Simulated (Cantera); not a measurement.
Input: 1 mol SO2, 0.046 mol O2, equilibrated at 2.40e7 Pa.

These are equilibrium values from Cantera (NASA tables, ideal gas, pure condensed phases), not measurements of a reactor. Candidate condensed phases: S; 17 gas species. Ions and electrons are included (thermal ionisation). The ideal-gas law is rough above about 30 bar. The numbers say what is thermodynamically allowed, not how fast it happens.

Task: At 4500 K, list the 4 most abundant gas species with their mole fractions, and the condensed phases.

Result: SO2 0.455, SO 0.264, O2 0.159, O 0.0905. Condensed: gas only.
